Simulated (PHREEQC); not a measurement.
A solution holds 28 mmol/kgw NiSO4, 60 mmol/kgw NaCl and 44 mmol/kgw MnSO4, at 25 °C. Closed to the air; pH follows from the charge balance.

Computed with PHREEQC (ion-association model, wateq4f.dat).

```json
{
  "pH": "6.18",
  "ionic_strength": "0.229 mol/kgw"
}
```

```csv
species,molality,activity,log γ
Cl-,0.0573,0.0402,-0.154
Na+,0.0567,0.0418,-0.133
SO4-2,0.0418,0.0116,-0.556
Mn+2,0.0261,0.00819,-0.502
Ni+2,0.0165,0.00498,-0.520
MnSO4,0.0161,0.0170,0.023
NiSO4,0.0107,0.0113,0.023
NaSO4-,0.00330,0.00244,-0.132
MnCl+,0.00184,0.00134,-0.137
NiCl+,0.000679,0.000503,-0.130
```

This is a speciation only: nothing precipitates in the calculation.
